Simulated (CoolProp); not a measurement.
Vapour-liquid equilibrium of carbon dioxide (1) + neopentane (2) at 268.1 K; x and y are mole fractions of (1).

The numbers come from the multi-fluid Helmholtz-energy mixture model, Span 1996 and Lemmon 2006; pair parameters Bell 2016 in CoolProp.

Q: Give the bubble pressure and the first vapour's composition at x = 0.275, 0.425, 0.575. Is there an azeotrope?

A: x = 0.275: 1130 kPa, y = 0.947; x = 0.425: 1573 kPa, y = 0.963; x = 0.575: 1905 kPa, y = 0.971. No azeotrope shows between x = 0.05 and 0.95.

Pair parameters are fitted to limited data, so mixtures are less certain than the pure fluids. The gap from Raoult's law changes sign with composition, which may be real or a fault of the pair parameters; it wasn't checked against measurements.
